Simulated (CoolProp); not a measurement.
R11 along the isobar 2.43 MPa: fugacity coefficient from the reference equation and from simpler models built on Tc = 471.1 K, pc = 4.408 MPa, ω = 0.189; each cubic takes its own stable root.

Computed with CoolProp (reference Helmholtz-energy equation of state, Jacobsen 1992).

```tsv
T (K)	phase	reference
215.7	liquid	0.0007128
225.5	liquid	0.001418
235.4	liquid	0.002656
245.2	liquid	0.004659
255.1	liquid	0.007805
264.9	liquid	0.01243
274.8	liquid	0.01910
284.6	liquid	0.02820
294.4	liquid	0.04034
304.3	liquid	0.05627
314.1	liquid	0.07623
324	liquid	0.1012
333.8	liquid	0.1311
343.7	liquid	0.1671
```

How far does each simpler model (van der Waals, Redlich-Kwong, Soave-Redlich-Kwong) lie from the reference over these 14 states: mean and median of the absolute difference, and the worst?


- van der Waals: mean 1090.4 %, median 569.1 %, worst +4305.2 % at 215.7 K and 2.43 MPa
- Redlich-Kwong: mean 52.9 %, median 53.1 %, worst +74.8 % at 215.7 K and 2.43 MPa
- Soave-Redlich-Kwong: mean 0.5 %, median 0.5 %, worst +1.2 % at 343.7 K and 2.43 MPa
